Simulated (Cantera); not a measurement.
Charge: 1 mol Si, 0.0027 mol H₂O, 190 mol H₂, at 1800 K.

These are equilibrium values from Cantera (NASA tables, ideal gas, pure condensed phases), not measurements of a reactor. Candidate condensed phases: H₂O, Si, SiO₂; 18 gas species. Gases not in the tables: Si₂H₆ and higher silanes. Rates play no part.

Problem. Which condensed phases are stable at each of these points (P (Pa)): 0.100, 0.600, 3.60, 22, 130, 770, 4600, 28000, 170000, 1000000?

Solution. 
| P (Pa) | condensed phases | Si condensed (%) |
|---|---|---|
| 0.100 | gas only | 0.0 |
| 0.600 | gas only | 0.0 |
| 3.60 | gas only | 0.0 |
| 22 | gas only | 0.0 |
| 130 | Si(l) | 49.7 |
| 770 | Si(l) | 90.4 |
| 4600 | Si(l) | 97.5 |
| 28000 | Si(l) | 98.8 |
| 170000 | Si(l) | 99.0 |
| 1000000 | Si(l) | 98.9 |

From 1.00e-6 bar to 0.000220 bar nothing is condensed. From 0.00130 bar to 10.0 bar the condensed part is Si(l).
